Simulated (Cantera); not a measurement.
A closed system holds: 1 mol borazine, 0.62 mol H2O, a varied amount of N2, 0.34 mol NH3, at 850 K and 750 Torr.

Method: chemical equilibrium by Gibbs-energy minimisation in Cantera with the NASA 1993 tables (ideal gas, pure condensed phases). Candidate condensed phases: B, BN, B2O3, B3O3H3, H2O; 39 gas species. The feed counts by its element totals alone. Gases not in the tables: H3BO3. Kinetics and transport are ignored.

x: gas mole fraction; n: condensed amount in mol.

```csv
n(N2) (mol),x N2,x H2,x H2O,x NH3,x (HBO2)3,x HBO2,n BN(s),n B2O3(l)
9.1,0.696,0.301,0.00269,0.000256,9.22e-6,3.27e-8,2.61,0.194
12,0.750,0.248,0.00227,0.000198,7.16e-6,3.00e-8,2.61,0.194
17,0.808,0.190,0.00179,0.000138,5.00e-6,2.66e-8,2.61,0.194
23,0.850,0.149,0.00142,9.81e-5,3.54e-6,2.37e-8,2.61,0.193
30,0.880,___,___,___,___,___,2.61,0.193
41,0.909,___,___,___,___,___,2.61,0.193
56,0.932,0.0676,0.000666,3.15e-5,1.14e-6,1.62e-8,2.61,0.193
75,0.948,0.0514,0.000510,2.11e-5,7.61e-7,1.42e-8,2.61,0.193
```

Problem. Complete the blanks.

Solution. 
- 41, x H2: 0.0898
- 41, x H2O: 0.000879
- 41, x NH3: 4.77e-5
- 41, x (HBO2)3: 1.72e-6
- 41, x HBO2: 1.87e-8
- 30, x H2: 0.118
- 30, x H2O: 0.00115
- 30, x NH3: 7.10e-5
- 30, x (HBO2)3: 2.56e-6
- 30, x HBO2: 2.13e-8
